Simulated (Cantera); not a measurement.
Cantera run, input and output.

```python
import numpy as np
import cantera as ct

gas = ct.Solution("gri30.yaml")
gas.TPX = 1798, 47, {'C2H6': 0.59, 'N2': 1.1}
inlet = ct.Reservoir(gas, clone=True)

reactor = ct.IdealGasConstPressureReactor(gas, energy="off", clone=False)
exhaust = ct.Reservoir(gas, clone=True)
tau = [20, 4.4, 0.96, 0.21, 0.046, 0.01, 0.0022, 0.00049, 0.00011][0]
for a, b in ((inlet, reactor), (reactor, exhaust)):
    ct.MassFlowController(a, b, mdot=lambda t: reactor.mass / tau)
net = ct.ReactorNet([reactor])
show = ['C2H6', 'CH3', 'C2H', 'HCN', 'CH2', 'H']

rows = []
print(f"{'tau/s':>10s}{'T/K':>9s}" + "".join(f"{s:>11s}" for s in show))
for tau in [20, 4.4, 0.96, 0.21, 0.046, 0.01, 0.0022, 0.00049, 0.00011]:
    net.initial_time = 0.0
    net.advance(30 * tau)
    before = gas.X
    net.advance(40 * tau)
    drift = np.max(np.abs(gas.X - before) / (gas.X + 1e-9))
    rows.append([gas.T, *gas[show].X, drift])
    print(f"{tau:10.3e}{gas.T:9.1f}" + "".join(f"{x:11.3e}" for x in gas[show].X))
```

It prints:

```
     tau/s      T/K       C2H6        CH3        C2H        HCN        CH2          H
 2.000e+01   1798.0  3.114e-05  1.923e-03  1.293e-05  1.266e-04  1.139e-05  2.926e-03
 4.400e+00   1798.0  1.393e-04  4.254e-03  1.379e-05  5.365e-05  2.087e-05  3.072e-03
 9.600e-01   1798.0  6.127e-04  9.432e-03  1.560e-05  2.330e-05  3.711e-05  3.388e-03
 2.100e-01   1798.0  2.676e-03  2.047e-02  1.776e-05  1.026e-05  6.410e-05  3.759e-03
 4.600e-02   1798.0  1.180e-02  4.242e-02  1.813e-05  4.598e-06  1.092e-04  3.958e-03
 1.000e-02   1798.0  5.151e-02  7.828e-02  1.147e-05  1.955e-06  1.719e-04  3.526e-03
 2.200e-03   1798.0  1.731e-01  9.119e-02  1.788e-06  5.459e-07  1.700e-04  2.140e-03
 4.900e-04   1798.0  3.022e-01  4.643e-02  6.325e-09  2.941e-08  5.592e-05  5.775e-04
 1.100e-04   1798.0  3.394e-01  1.359e-02  6.884e-14  1.203e-11  2.956e-06  3.243e-05
```

Computed with Cantera and GRI-Mech 3.0 (53 species, 325 reactions). GRI-Mech 3.0 stops at C3 and has no aromatics, soot or wall deposition, so with more carbon than oxygen in the feed, carbon stays in small species such as C2H2 where larger ones or solid carbon would form. Radical loss at walls, strong at low pressure, is not modelled.
